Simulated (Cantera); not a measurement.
**Adiabatic ignition**

An adiabatic, constant-volume homogeneous reactor starts with 20.3 % H2, 7.80 % O2, 63.2 % N2, 8.71 % H2O, at 1800 K and 440000 Pa.

Computed with Cantera and GRI-Mech 3.0 (53 species, 325 reactions). The hydrogen kinetics of GRI-Mech 3.0 are dated; newer H2 mechanisms differ, most at raised pressure.

```tsv
t (s)	T (K)	P (bar)	x H2	x O2	x H2O	x NO	x NO2
1.00e-6	1800	4.40	0.202	0.0779	0.0873	1.44e-11	<1e-12
3.89e-6	2283	5.42	0.0676	0.0112	0.199	2.78e-5	5.80e-9
1.52e-5	2778	6.38	0.0589	0.00325	0.236	0.000181	3.24e-8
5.90e-5	2850	6.51	0.0568	0.00198	0.243	0.000634	1.01e-7
0.000230	2845	6.50	0.0576	0.00183	0.242	0.00194	2.99e-7
0.000894	2839	6.49	0.0584	0.00170	0.242	0.00318	4.76e-7
0.00348	2838	6.49	0.0584	0.00170	0.242	0.00324	4.83e-7
0.0136	2838	6.49	0.0584	0.00170	0.242	0.00324	4.83e-7
0.0528	2838	6.49	0.0584	0.00170	0.242	0.00324	4.83e-7
0.205	2838	6.49	0.0584	0.00170	0.242	0.00324	4.83e-7
0.800	2838	6.49	0.0584	0.00170	0.242	0.00324	4.83e-7
```
x: mole fraction; the columns are a selection and need not sum to one.

| Item | Result |
|---|---|
| time of steepest temperature rise | 2.42 µs |
| temperature at 0.800 s | 2838 K |
| equilibrium temperature | 2838 K |
| x(H2) at 0.800 s | 0.0584 (gas-phase equilibrium 0.0584) |
| x(O2) at 0.800 s | 0.00170 (gas-phase equilibrium 0.00170) |
| x(H2O) at 0.800 s | 0.242 (gas-phase equilibrium 0.242) |
